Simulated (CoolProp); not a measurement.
The fluid at 281.55 K and 5.45 MPa is throttled through a valve to 0.384 MPa with no heat exchange. The same conditions are run with several fluids, on thermodynamics alone (safety and materials aside).

The numbers come from the reference Helmholtz-energy equation of state of each fluid (oxygen: Schmidt 1985; normal hydrogen: Leachman 2009; CF4 (R14): Platzer 1990; methane: Setzmann 1991; nitrogen: Span 2000) in CoolProp. The equations of Platzer and Polt are older, rougher fits.

```json
[
 {"fluid": "oxygen", "temperature change (K)": "-15.1", "final density (kg/m³)": "5.57"},
 {"fluid": "normal hydrogen", "temperature change (K)": "+1.4", "final density (kg/m³)": "0.328"},
 {"fluid": "CF4 (R14)", "temperature change (K)": "-38.6", "final density (kg/m³)": "17.2"},
 {"fluid": "methane", "temperature change (K)": "-26.3", "final density (kg/m³)": "2.94"},
 {"fluid": "nitrogen", "temperature change (K)": "-11.6", "final density (kg/m³)": "4.80"}
]
```
